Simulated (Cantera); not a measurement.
A closed system holds: 1 mol Si, 1 mol HCl, 14 mol H2, at 450 °C and 0.120 bar.

Equilibrium computed with Cantera from the NASA thermochemical tables; the gas is ideal and each condensed phase is pure. Candidate condensed phases: Si; 19 gas species. The numbers say what is thermodynamically allowed, not how fast it happens.

Base state: H2 0.981, SiCl4 0.0112, SiHCl3 0.00736, HCl 0.000445, SiH2Cl2 0.000336 (mole fractions); condensed: Si(s).

Task: What changes in the equilibrium state with this change: temperature from 450 °C to 1125 °C?

Result: 
```json
[
 {"species": "H2", "before": "0.981", "after": "0.943"},
 {"species": "HCl", "before": "0.000445", "after": "0.0483"},
 {"species": "SiCl2", "before": "1.58e-7", "after": "0.00727"},
 {"species": "SiCl4", "before": "0.0112", "after": "0.000234"},
 {"species": "H", "before": "<1e-9", "after": "1.33e-5"},
 {"species": "SiCl3", "before": "2.66e-6", "after": "0.000631"},
 {"species": "SiHCl3", "before": "0.00736", "after": "0.000321"},
 {"species": "SiH2Cl2", "before": "0.000336", "after": "6.63e-5"},
 {"species": "Si(s), mol", "before": "0.722", "after": "0.872"}
]
```
The tables' values for SiCl3 are old estimates; treat these amounts as uncertain.
